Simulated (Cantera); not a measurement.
Feed: 1 mol Si3N4, 0.054 mol O2, 1.1 mol N2, equilibrated at 1750 °C and 0.133 bar.

Equilibrium computed with Cantera from the NASA thermochemical tables; the gas is ideal and each condensed phase is pure. Candidate condensed phases: Si, SiO2, Si2N2O, Si3N4; 16 gas species. The tables' values for SiN are old estimates; treat these amounts as uncertain. Kinetics and transport are ignored.

What is the equilibrium state?

x(N2): 0.966
x(SiO): 0.0336
x(Si): 0.000427
x(Si2N): 4.86e-5
x(SiN): 3.78e-5
x(Si2): 4.68e-6
n(Si(l)): 2.89 mol
gas amount: 3.210 mol
